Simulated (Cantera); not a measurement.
Charge: 1 mol borazine, 0.24 mol H₂O, 7.6 mol N₂, at 2.25 Torr.

Equilibrium computed with Cantera from the NASA thermochemical tables; the gas is ideal and each condensed phase is pure. Candidate condensed phases: B, BN, B₂O₃, B₃O₃H₃, H₂O; 39 gas species. The feed counts by its element totals alone. Mutual solubility and eutectic melting of coexisting phases are not modelled. Rates play no part.

**Question.** Which condensed phases are stable at each of these points (T (°C)): 550, 700, 850, 1000, 1150, 1300, 1450, 1600, 1750, 1900, 2050, 2200?

**Answer.** 
```
T (°C)  condensed phases  B condensed (%)
------  ----------------  ---------------
550      BN(s) + B₂O₃(l)            100.0
700      BN(s) + B₂O₃(l)            100.0
850      BN(s) + B₂O₃(l)            100.0
1000     BN(s) + B₂O₃(l)             99.7
1150     BN(s) + B₂O₃(l)             97.2
1300               BN(s)             94.2
1450               BN(s)             92.7
1600               BN(s)             92.1
1750               BN(s)             92.0
1900               BN(s)             91.6
2050                B(s)             89.5
2200                B(l)             80.8
```

From 550 °C to 1150 °C the condensed part is BN(s) + B₂O₃(l). From 1300 °C to 1900 °C the condensed part is BN(s). At 2050 °C the condensed part is B(s). At 2200 °C the condensed part is B(l).
